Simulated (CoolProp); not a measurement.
Vapour-liquid equilibrium of R143a (1) + n-butane (2) at 163 kPa; x and y are mole fractions of (1).

Computed with CoolProp (multi-fluid Helmholtz-energy mixture model, Lemmon and Jacobsen 2000 and Bücker 2006; pair parameters Bell 2016).

Task: Give the bubble temperature and the first vapour's composition at x = 0.05, 0.2, 0.65. Is there an azeotrope?

Result: x = 0.05: 266.6 K, y = 0.516; x = 0.2: 246.7 K, y = 0.812; x = 0.65: 239.7 K, y = 0.889. No azeotrope shows between x = 0.05 and 0.95.

The pair parameters rest on a limited set of measurements; away from them the model extrapolates. With so large a gap from Raoult's law the liquid may split in two, which this calculation doesn't test in full.
